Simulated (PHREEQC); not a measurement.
Make-up at 25 °C: 0.0046 mol/kgw CuCl2, 0.00072 mol/kgw HNO3 and 0.12 mol/kgw H3BO3. Closed to the air; pH follows from the charge balance.

All values are PHREEQC results (ion-association model, wateq4f.dat), not measurements.

Problem. The ionic strength comes out as 0.0144 mol/kgw. What activity coefficients do CuCl+, H+, Cl-, NO3-, Cu+2 get?

Solution. CuCl+ 0.89, H+ 0.90, Cl- 0.88, NO3- 0.88, Cu+2 0.63.

This is a speciation only: nothing precipitates in the calculation.
